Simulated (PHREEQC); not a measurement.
Solution (20 °C): 80 mmol/kgw H2SO4, 93 mmol/kgw MnSO4 and 61 mmol/kgw Na2SO4. Closed to the air; pH follows from the charge balance.

Model: ion-association model, phreeqc.dat, run in PHREEQC.

Precipitation was switched off in this run.

**Question.** Estimate the pH.

**Answer.** pH 1.34.

**Question.** In which forms is Mn present?

**Answer.** Mn+2 58 %, MnSO4 42 % of the Mn.
